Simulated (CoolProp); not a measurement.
R115 along the isotherm 500 K: Z from the reference equation and from simpler models built on Tc = 353.1 K, pc = 3129 kPa, ω = 0.248; each cubic takes its own stable root.

The numbers come from the reference Helmholtz-energy equation of state, Lemmon 2016 in CoolProp.

```json
[
 {"p (kPa)": "142", "phase": "gas", "reference": "0.9957", "Pitzer virial": "0.9957", "Soave-Redlich-Kwong": "0.9960"},
 {"p (kPa)": "284", "phase": "gas", "reference": "0.9915", "Pitzer virial": "0.9914", "Soave-Redlich-Kwong": "0.9921"},
 {"p (kPa)": "427", "phase": "gas", "reference": "0.9872", "Pitzer virial": "0.9871", "Soave-Redlich-Kwong": "0.9881"},
 {"p (kPa)": "569", "phase": "gas", "reference": "0.9830", "Pitzer virial": "0.9828", "Soave-Redlich-Kwong": "0.9842"},
 {"p (kPa)": "711", "phase": "gas", "reference": "0.9787", "Pitzer virial": "0.9785", "Soave-Redlich-Kwong": "0.9803"},
 {"p (kPa)": "853", "phase": "gas", "reference": "0.9745", "Pitzer virial": "0.9742", "Soave-Redlich-Kwong": "0.9764"},
 {"p (kPa)": "996", "phase": "gas", "reference": "0.9702", "Pitzer virial": "0.9698", "Soave-Redlich-Kwong": "0.9726"},
 {"p (kPa)": "1140", "phase": "gas", "reference": "0.9659", "Pitzer virial": "0.9655", "Soave-Redlich-Kwong": "0.9687"},
 {"p (kPa)": "1280", "phase": "gas", "reference": "0.9617", "Pitzer virial": "0.9612", "Soave-Redlich-Kwong": "0.9650"},
 {"p (kPa)": "1420", "phase": "gas", "reference": "0.9576", "Pitzer virial": "0.9570", "Soave-Redlich-Kwong": "0.9613"},
 {"p (kPa)": "1560", "phase": "gas", "reference": "0.9534", "Pitzer virial": "0.9527", "Soave-Redlich-Kwong": "0.9576"}
]
```
